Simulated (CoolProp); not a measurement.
Computed with CoolProp (reference Helmholtz-energy equation of state, Schroeder 2014).

**Question.** Give the vapour pressure (bar), liquid density (kg/m³), vapour density (kg/m³), liquid viscosity (µPa s) of saturated ethanol at 116.35, 148.15, 169.35 °C.

**Answer.** 
| T (°C) | p (bar) | liquid density (kg/m³) | vapour density (kg/m³) | liquid viscosity (µPa s) |
|---|---|---|---|---|
| 116.35 | 3.82 | 695 | 5.89 | 261 |
| 148.15 | 9.37 | 652 | 14.3 | 174 |
| 169.35 | 15.6 | 617 | 24.2 | 134 |

Viscosity comes from a separate model (Kiselev 2005).
